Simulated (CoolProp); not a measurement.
Vapour-liquid equilibrium of dimethyl ether (1) + ethanol (2) at 0.0352 MPa; x and y are mole fractions of (1).

The numbers come from the multi-fluid Helmholtz-energy mixture model, Wu 2011 and Schroeder 2014; pair parameters Bell 2016 in CoolProp.

Task: Give the bubble temperature and the first vapour's composition at x = 0.35, 0.55, 0.65. Is there an azeotrope?

Result: x = 0.35: 239.8 K, y = 0.998; x = 0.55: 233.9 K, y = 0.999; x = 0.65: 232.1 K, y = 0.999. No azeotrope shows between x = 0.05 and 0.95.

The pair parameters rest on a limited set of measurements; away from them the model extrapolates. With so large a gap from Raoult's law the liquid may split in two, which this calculation doesn't test in full.
